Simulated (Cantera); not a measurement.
A perfectly stirred reactor is fed with CH4 : C2H6 : O2 : N2 = 1 : 0.031 : 2.48 : 9.33 (molar parts), at 9.20 bar; it is adiabatic with a 773 K inlet, and is followed from long to short residence time, starting on the burning branch (τ in s: 0.32, 0.13, 0.049, 0.019, 0.0076, 0.003, 0.0012, 0.00046, 0.00018, 7e-05, 2.7e-05).

Computed with Cantera and GRI-Mech 3.0 (53 species, 325 reactions).

Q: What does this change do: O2 2.48 to 1.8 parts?

A: 
```
quantity                                                                          before                               after
------------------------------------------------  --------------------------------------  ----------------------------------
blow-out, bracketed by the residence times tried  burning at 27.0 µs, the shortest tried  burning at 70.0 µs, out at 27.0 µs
x(CH4) at τ = 0.320 s                                                            8.55e-8                             4.85e-6
x(C2H6) at τ = 0.320 s                                                          3.31e-10                             1.48e-9
x(O2) at τ = 0.320 s                                                              0.0266                             2.42e-5
x(H2O2) at τ = 0.320 s                                                           4.40e-7                             6.96e-9
x(CO2) at τ = 0.320 s                                                             0.0789                              0.0527
x(CH4) at τ = 3.00 ms                                                            8.08e-6                             9.07e-5
x(C2H6) at τ = 3.00 ms                                                           3.32e-8                             1.36e-7
x(O2) at τ = 3.00 ms                                                              0.0292                            0.000495
x(H2O2) at τ = 3.00 ms                                                           4.80e-7                             5.63e-8
x(CO2) at τ = 3.00 ms                                                             0.0782                              0.0520
```
